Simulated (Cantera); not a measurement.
An isothermal, constant-pressure homogeneous reactor starts with H2 : O2 = 0.0096 : 1 (molar parts), equivalence ratio 0.0048, at 1350 K and 2670 Pa.

Model: the H2/O2 subset of GRI-Mech 3.0, which has no nitrogen chemistry, integrated in Cantera. Radical loss at walls, strong at low pressure, is not modelled.

x: mole fraction; the columns are a selection and need not sum to one.

| t (s) | x H2 | x O2 | x HO2 | x O | x H |
|---|---|---|---|---|---|
| 1.00e-6 | 0.00951 | 0.990 | 2.15e-10 | 9.04e-12 | 2.06e-10 |
| 3.08e-6 | 0.00951 | 0.990 | 6.62e-10 | 8.07e-11 | 5.82e-10 |
| 9.50e-6 | 0.00951 | 0.990 | … | 6.48e-10 | 1.41e-9 |
| 2.93e-5 | 0.00951 | 0.990 | … | 4.08e-9 | 2.53e-9 |
| 9.03e-5 | 0.00951 | 0.990 | … | 2.03e-8 | 4.26e-9 |
| 0.000278 | 0.00951 | 0.990 | … | 1.27e-7 | 1.41e-8 |
| 0.000858 | 0.00950 | 0.990 | … | 3.75e-6 | 3.39e-7 |
| 0.00265 | 0.00175 | 0.983 | … | 0.00588 | 0.000456 |
| 0.00816 | 3.47e-5 | 0.982 | … | 0.00787 | 0.000261 |
| 0.0251 | 2.94e-5 | 0.983 | … | 0.00662 | 0.000202 |
| 0.0775 | 1.89e-5 | 0.986 | … | 0.00419 | 0.000102 |
| 0.239 | 7.18e-6 | 0.989 | … | 0.00156 | 2.35e-5 |
| 0.737 | 1.54e-6 | 0.990 | … | 0.000330 | 2.30e-6 |
| 2.27 | 2.53e-7 | 0.990 | … | 5.40e-5 | 1.53e-7 |
| 7.00 | 4.57e-8 | 0.990 | … | 9.78e-6 | 1.18e-8 |

Task: What belongs in the gaps?

Result: 
- 9.50e-6, x HO2: 2.04e-9
- 2.93e-5, x HO2: 6.30e-9
- 9.03e-5, x HO2: 1.94e-8
- 0.000278, x HO2: 5.99e-8
- 0.000858, x HO2: 1.91e-7
- 0.00265, x HO2: 1.51e-6
- 0.00816, x HO2: 9.16e-7
- 0.0251, x HO2: 8.42e-7
- 0.0775, x HO2: 6.67e-7
- 0.239, x HO2: 3.82e-7
- 0.737, x HO2: 1.40e-7
- 2.27, x HO2: 3.86e-8
- 7.00, x HO2: 1.89e-8
